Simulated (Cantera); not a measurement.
A Cantera script and what it prints.

```python
import numpy as np
import cantera as ct

gas_names = """
    CL CL2 H HCL H2 N NH NH2 NH3 N2 N2H2 N2H4 Si SiCL SiCL2 SiCL3 SiCL4 SiH SiHCL3 SiH2 SiH2CL2 SiH3
    SiH3CL SiH4 SiN Si2 Si2N Si3
""".split()
cond_names = """
    NH4CL(a) NH4CL(b) Si(cr) Si(L) Si3N4(a)
""".split()


# ... load() reads the species with a 1 bar reference pressure and builds the phases ...
atoms = {
    'Si2Cl6': {'Si': 2, 'CL': 6},
    'HCl': {'H': 1, 'CL': 1},
    'N2': {'N': 2},
}
top_T = {'Si3N4(a)': 2400}  # K; cautious upper limits of use, not melting points


# ... equilibrate(T, P, feed) seeds the gas with the atoms and calls Mixture.equilibrate('TP', solver="vcs", rtol=1e-11, max_steps=5000) ...
results = []
feed = {'Si2Cl6': 1, 'HCl': 0.053, 'N2': 170}  # mol
T = 1373.15  # K
P = 133.322  # Pa
mix = equilibrate(T, P, feed)
results.append((T, P, feed, dict(zip(mix.species_names, mix.species_moles))))
print(gas.report(threshold=0.0001))
for i in range(1, mix.n_phases):
    print(f"{mix.phase(i).name:16s} {mix.phase_moles(i):12.5e} mol")
```

It prints:

```
       temperature   1373.2 K
          pressure   133.32 Pa
           density   0.00034156 kg/m^3
  mean mol. weight   29.249 kg/kmol
   phase of matter   gas

                          1 kg             1 kmol
                     ---------------   ---------------
          enthalpy        1.0201e+06        2.9837e+07  J
   internal energy        6.2975e+05         1.842e+07  J
           entropy             10144         2.967e+05  J/K
    Gibbs function       -1.2909e+07       -3.7757e+08  J
 heat capacity c_p            1192.6             34882  J/K
 heat capacity c_v            908.32             26568  J/K

                      mass frac. Y      mole frac. X     chem. pot. / RT
                     ---------------   ---------------   ---------------
                CL        0.00018864        0.00015564           -26.642
               HCL        0.00038381        0.00030792           -47.933
                N2            0.9462           0.98791           -32.377
             SiCL2           0.01622         0.0047927           -65.492
             SiCL3          0.010078         0.0021927           -92.134
             SiCL4          0.026933         0.0046371           -118.78
     [  +22 minor]        2.9353e-07        1.3912e-07

Si(cr)            0.00000e+00 mol
Si3N4(a)          0.00000e+00 mol
```

Cantera equilibrium calculation (NASA polynomials, part measured and part estimated; ideal gas, pure solids and liquids). The feed counts by its element totals alone. The tables' values for SiCl3 are old estimates; treat these amounts as uncertain.
